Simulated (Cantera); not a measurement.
Charge: 1 mol Si, a varied amount of Cl2, 1.3 mol H2, held at 452 °C and 29.0 bar.

Equilibrium computed with Cantera from the NASA thermochemical tables; the gas is ideal and each condensed phase is pure. Candidate condensed phases: Si; 19 gas species. Rates play no part.

What share of the Si ends up in condensed phases as a function of n(Cl2) (mol), at 0.5, 0.6, 0.73, 0.88, 1.1, 1.3, 1.5, 1.9, 2.3, 2.7?


| n(Cl2) (mol) | Si condensed (%) | as |
|---|---|---|
| 0.5 | 70.0 | Si(s) |
| 0.6 | 64.2 | Si(s) |
| 0.73 | 56.8 | Si(s) |
| 0.88 | 48.3 | Si(s) |
| 1.1 | 35.9 | Si(s) |
| 1.3 | 24.7 | Si(s) |
| 1.5 | 13.7 | Si(s) |
| 1.9 | 0.0 | - |
| 2.3 | 0.0 | - |
| 2.7 | 0.0 | - |
